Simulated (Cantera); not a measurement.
An isothermal, constant-pressure homogeneous reactor starts with CH4 : H2 : O2 = 0.0045 : 1 : 0.011 (molar parts), at 2725 K and 8.25 Torr.

Detailed kinetics in Cantera: GRI-Mech 3.0 (53 species, 325 reactions). Radical loss at walls, strong at low pressure, is not modelled.

x: mole fraction; the columns are a selection and need not sum to one.

| t (s) | x CH4 | x H2 | x O2 | x H2O | x H | x CO2 |
|---|---|---|---|---|---|---|
| 2.00e-6 | 0.00442 | 0.985 | 0.0108 | 9.70e-8 | 2.51e-5 | 2.50e-12 |
| 1.62e-5 | 0.00435 | 0.984 | 0.0108 | 2.34e-5 | 0.000279 | 1.09e-9 |
| 0.000131 | 0.00409 | 0.980 | 0.00998 | ? | ? | ? |
| 0.00106 | 0.00224 | 0.941 | 1.94e-5 | 0.0210 | 0.0336 | 4.08e-6 |
| 0.00861 | 0.000239 | 0.917 | 1.15e-7 | 0.0190 | 0.0608 | 5.17e-6 |
| 0.0697 | 7.23e-10 | 0.849 | ? | ? | ? | ? |
| 0.565 | <1e-12 | 0.610 | 5.37e-6 | 0.0115 | 0.372 | 9.97e-6 |
| 4.57 | <1e-12 | 0.542 | 8.40e-6 | 0.0101 | 0.441 | 9.48e-6 |
| 37.0 | <1e-12 | 0.542 | 8.40e-6 | 0.0101 | 0.441 | 9.48e-6 |
| 300 | <1e-12 | 0.542 | 8.40e-6 | 0.0101 | 0.441 | 9.48e-6 |

### Question
Complete the blanks.

### Answer

- 0.000131, x H2O: 0.00158
- 0.000131, x H: 0.00394
- 0.000131, x CO2: 2.21e-7
- 0.0697, x O2: 4.46e-7
- 0.0697, x H2O: 0.0154
- 0.0697, x H: 0.131
- 0.0697, x CO2: 1.11e-5
